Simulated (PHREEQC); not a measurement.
Solution (25 °C): 0.059 mol/kgw TMAH, 0.0016 mol/kgw K3PO4 and 0.0013 mol/kgw CO2. Closed to the air; pH follows from the charge balance.

Model: ion-association model, phreeqc.dat, run in PHREEQC.

The ionic strength comes out as 0.0695 mol/kgw. What activity coefficients do CO3-2, OH-, PO4-3, K+, HPO4-2 get?

CO3-2 0.43, OH- 0.79, PO4-3 0.13, K+ 0.79, HPO4-2 0.42.

This is a speciation only: nothing precipitates in the calculation. Species that the database lacks are ignored. (CH3)4N+ isn't in the database: it is added as a free cation with an ion size of 4 Å.
